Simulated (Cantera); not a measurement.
An adiabatic, constant-pressure homogeneous reactor starts with CO : H2 : O2 : N2 = 1 : 1 : 2.33 : 21.2 (molar parts), equivalence ratio 0.43, at 1400 K and 7500 Torr.

Model: GRI-Mech 3.0 (53 species, 325 reactions), integrated in Cantera. The hydrogen kinetics of GRI-Mech 3.0 are dated; newer H2 mechanisms differ, most at raised pressure.

**Question.** Predict: time of steepest temperature rise; temperature at 8.00 s; equilibrium temperature; x(CO) at 8.00 s; x(H2) at 8.00 s; x(O2) at 8.00 s; x(NO) at 8.00 s; x(H2O) at 8.00 s; x(N2O) at 8.00 s.

**Answer.** 
```json
{
 "time_of_steepest_temperature_rise": "6.96 µs",
 "temperature at 8.00 s": "1974 K",
 "equilibrium_temperature": "1974 K",
 "x(CO) at 8.00 s": "6.01e-5 (gas-phase equilibrium 6.01e-5)",
 "x(H2) at 8.00 s": "1.33e-5 (gas-phase equilibrium 1.33e-5)",
 "x(O2) at 8.00 s": "0.0522 (gas-phase equilibrium 0.0522)",
 "x(NO) at 8.00 s": "0.00373 (gas-phase equilibrium 0.00373)",
 "x(H2O) at 8.00 s": "0.0405 (gas-phase equilibrium 0.0405)",
 "x(N2O) at 8.00 s": "6.95e-7 (gas-phase equilibrium 6.95e-7)"
}
```
